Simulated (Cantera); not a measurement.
# Stirred combustor or abatement burner

A perfectly stirred reactor is fed with 11.5 % CO, 10.8 % H₂, 0.425 % CH₄, 15.6 % O₂, 59.0 % N₂, 2.64 % H₂O, equivalence ratio 0.77, at 500000 Pa; it is adiabatic with a 425 K inlet, and is followed from long to short residence time, starting on the burning branch (τ in s: 0.032, 0.016, 0.0078, 0.0038, 0.0019, 0.00091, 0.00045, 0.00022, 0.00011, 5.2e-05, 2.6e-05, 1.3e-05).

Cantera simulation using GRI-Mech 3.0 (53 species, 325 reactions); the numbers are that mechanism's predictions, not measurements.

```
τ (s)    T (K)     x CO      x H₂     x CH₄    x C₂H₆    x CH₂
-------  -----  -------  --------  --------  --------  -------
0.032     2211  0.00228  0.000501   1.63e-7    <1e-12  3.04e-9
0.016     2209  0.00258  0.000558   3.07e-7    <1e-12  5.93e-9
0.0078    2204  0.00315  0.000667   5.71e-7    <1e-12  1.16e-8
0.0038    2194  0.00417  0.000864   1.02e-6    <1e-12  2.17e-8
0.0019    2178  0.00576   0.00118   1.69e-6  1.49e-12  3.82e-8
0.00091   2151  0.00833   0.00171   2.83e-6  3.59e-12  6.57e-8
0.00045   2115   0.0118   0.00244   4.62e-6  7.98e-12  1.05e-7
0.00022   2064   0.0166   0.00344   7.71e-6  1.82e-11  1.59e-7
0.00011   1999   0.0226   0.00469   1.31e-5  4.29e-11  2.26e-7
5.2e-5    1907   0.0314   0.00634   2.52e-5  1.28e-10  3.15e-7
2.6e-5    1790   0.0435   0.00825   5.35e-5  4.82e-10  4.16e-7
1.3e-5    1585   0.0682    0.0126  0.000190   5.75e-9  5.74e-7
```
x: mole fraction; the columns are a selection and need not sum to one.
